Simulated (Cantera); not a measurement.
Charge: 1 mol B, 0.69 mol Cl2, equilibrated at 0.100 bar.

Equilibrium computed with Cantera from the NASA thermochemical tables; the gas is ideal and each condensed phase is pure. Candidate condensed phases: B; 7 gas species. The tables' values for BCl2 are old estimates; treat these amounts as uncertain. The numbers say what is thermodynamically allowed, not how fast it happens. All values below are at 877 °C.

Base state: BCl3 1.000, BCl2 5.55e-5 (mole fractions); condensed: B(s).

**Question.** What changes in the equilibrium state with this change: Cl2 from 0.69 to 1.8 mol?

**Answer.** 
```csv
species,before,after
BCl3,1.000,0.768
Cl2,<1e-9,0.228
Cl,7.65e-8,0.00414
BCl2,5.55e-5,<1e-9
"B(s), mol",0.540,0
```
